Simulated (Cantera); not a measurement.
Source: NASA polynomial tables (part measured, part estimated), evaluated in Cantera. Values are per mole of reaction as written; species without (g) are pure solids or liquids, kept so even where they would boil at 1 bar.

1.2 Ti + O₂(g) = 0.4 Ti₃O₅

```
T (K)  ΔH° (kJ)  ΔS° (J/K)  ΔG° (kJ)  log10 K  condensed phases
-----  --------  ---------  --------  -------  ----------------
1148     -971.0     -166.6    -779.8    35.48   Ti(α), Ti₃O₅(s)
1223        [?]        [?]       [?]      [?]   Ti(β), Ti₃O₅(s)
1298     -973.0     -168.5    -754.4    30.36   Ti(β), Ti₃O₅(s)
1373        [?]        [?]       [?]      [?]   Ti(β), Ti₃O₅(s)
1448     -970.3     -166.5    -729.2    26.31   Ti(β), Ti₃O₅(s)
1523     -969.0     -165.6    -716.8    24.58   Ti(β), Ti₃O₅(s)
1598     -967.7     -164.8    -704.4    23.02   Ti(β), Ti₃O₅(s)
1673     -966.4     -164.0    -692.1    21.61   Ti(β), Ti₃O₅(s)
1748     -965.1     -163.2    -679.8    20.31   Ti(β), Ti₃O₅(s)
1823        [?]        [?]       [?]      [?]   Ti(β), Ti₃O₅(s)
1898     -962.5     -161.8    -655.4    18.04   Ti(β), Ti₃O₅(s)
```

### Question
Some entries are withheld; supply them.

### Answer

- 1223, ΔH° (kJ): -974.4
- 1223, ΔS° (J/K): -169.5
- 1223, ΔG° (kJ): -767.0
- 1223, log10 K: 32.76
- 1373, ΔH° (kJ): -971.7
- 1373, ΔS° (J/K): -167.5
- 1373, ΔG° (kJ): -741.8
- 1373, log10 K: 28.22
- 1823, ΔH° (kJ): -963.8
- 1823, ΔS° (J/K): -162.5
- 1823, ΔG° (kJ): -667.6
- 1823, log10 K: 19.13
